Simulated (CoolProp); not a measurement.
Values from CoolProp's reference Helmholtz-energy equation of state, Zhou 2011.

Task: Give the vapour pressure (bar), liquid density (kg/m³), vapour density (kg/m³), enthalpy of vaporisation (kJ/kg) of saturated dimethyl carbonate at 463.9 K.

Result: 
```csv
T (K),p (bar),liquid density (kg/m³),vapour density (kg/m³),enthalpy of vaporisation (kJ/kg)
463.9,11.4,811,32.0,291
```
